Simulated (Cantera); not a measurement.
What does this Cantera script print?

```python
import numpy as np
import cantera as ct

gas_names = """
    H HNO HNO2 HNO3 HO2 H2 H2O H2O2 N NH NH2 NH3 NH2OH NO NO2 NO3 N2 N2H2 N2H4 N2O O OH O2 O3 Si SiH
    SiH2 SiH3 SiH4 SiN SiO SiO2 Si2 Si2N Si3
""".split()
cond_names = """
    H2O(s) H2O(L) Si(cr) Si(L) SiO2(Lqz) SiO2(hqz) SiO2(L) Si2N2O(s) Si3N4(a)
""".split()


# ... load() reads the species with a 1 bar reference pressure and builds the phases ...
atoms = {
    'Si3N4': {'Si': 3, 'N': 4},
    'O2': {'O': 2},
    'H2': {'H': 2},
}
top_T = {'Si2N2O(s)': 2100, 'Si3N4(a)': 2400}  # K; cautious upper limits of use, not melting points


# ... equilibrate(T, P, feed) seeds the gas with the atoms and calls Mixture.equilibrate('TP', solver="gibbs", rtol=1e-10, max_steps=50000) ...
results = []
feed = {'Si3N4': 1, 'O2': 0.0025, 'H2': 300}  # mol
P = 660000  # Pa
for T in [1075, 1175, 1275, 1375, 1475, 1575, 1675, 1775, 1875, 1975, 2075, 2175]:
    mix = equilibrate(T, P, feed)
    results.append((T, P, feed, dict(zip(mix.species_names, mix.species_moles))))

top = {s: max(r[3][s] / sum(r[3][g] for g in gas_names) for r in results) for s in gas_names}
cols = sorted((s for s in top if top[s] > 1e-06), key=lambda s: -top[s])[:7]
seen = [c for c in cond_names if any(r[3].get(c, 0) > 1e-12 for r in results)]
print("log10 of partial pressures in bar; condensed amounts in mol")
print(f"{'T/K':>10s}" + "".join(f"{s[:9]:>10s}" for s in cols + seen))
for T, P, feed, n in results:
    ng = sum(n[g] for g in gas_names)
    print(f"{T:10.4g}" + "".join(f"{np.log10(max(n[s] / ng * P / 1e5, 1e-99)):10.3f}" for s in cols)
          + "".join(f"{n.get(c, 0):10.4g}" for c in seen))
```

Result:

```
log10 of partial pressures in bar; condensed amounts in mol
       T/K        H2        N2         H      SiH2       SiH        Si       SiO    Si(cr)     Si(L) Si2N2O(s)  Si3N4(a)
      1075     0.820    -4.656    -7.424   -11.510   -15.328   -17.302   -13.963         0         0     0.005    0.9967
      1175     0.820    -4.565    -6.502    -9.545   -12.831   -14.488   -11.576         0         0     0.005    0.9967
      1275     0.820    -4.508    -5.723    -7.879   -10.717   -12.106    -9.564         0         0     0.005    0.9966
      1375     0.820    -4.431    -5.055    -6.475    -8.934   -10.094    -7.859         0         0  0.004999    0.9965
      1475     0.820    -4.263    -4.477    -5.333    -7.465    -8.426    -6.424         0         0  0.004982    0.9962
      1575     0.820    -3.714    -3.972    -4.606    -6.453    -7.241    -5.310  0.007564         0  0.004772    0.9931
      1675     0.819    -2.988    -3.525    -4.130    -5.728    -6.363    -4.413   0.06139         0  0.003222    0.9748
      1775     0.819    -2.235    -3.129    -3.782    -5.160    -5.659    -3.963         0    0.3833         0    0.8671
      1875     0.818    -1.546    -2.775    -3.486    -4.667    -5.043    -3.963         0     1.928         0    0.3494
      1975     0.816    -1.360    -2.456    -3.220    -4.225    -4.490    -3.964         0     2.961         0         0
      2075     0.816    -1.360    -2.166    -2.979    -3.826    -3.992    -3.963         0     2.932         0         0
      2175     0.816    -1.360    -1.904    -2.761    -3.465    -3.540    -3.963         0     2.882         0         0
```

Method: chemical equilibrium by Gibbs-energy minimisation in Cantera with the NASA 1993 tables (ideal gas, pure condensed phases). Mutual solubility and eutectic melting of coexisting phases are not modelled. Gases not in the tables: Si2H6 and higher silanes.
